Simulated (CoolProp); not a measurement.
Vapour-liquid equilibrium of m-xylene (1) + n-undecane (2) at 543.9 K; x and y are mole fractions of (1).

The numbers come from the multi-fluid Helmholtz-energy mixture model, Zhou 2012 and Aleksandrov 2011; pair parameters Bell 2016 in CoolProp.

```tsv
x	bubble pressure, mixture model (MPa)	bubble pressure, Raoult's law (MPa)	y, mixture model	y, Raoult's law
0.05	0.5094	0.5182	0.101	0.130
0.15	0.5815	0.6061	0.272	0.335
0.25	0.6565	0.6939	0.414	0.487
0.35	0.7351	0.7817	0.533	0.606
0.45	0.8176	0.8695	0.634	0.700
0.55	0.9044	0.9573	0.722	0.777
0.65	0.9958	1.045	0.799	0.841
0.75	1.092	1.133	0.866	0.895
0.85	1.193	1.221	0.925	0.942
0.95	1.298	1.309	0.977	0.982
```

The largest gap from Raoult's law is -6.0 % in bubble pressure, at x = 0.45. No azeotrope shows between x = 0.05 and 0.95.

Pair parameters are fitted to limited data, so mixtures are less certain than the pure fluids.
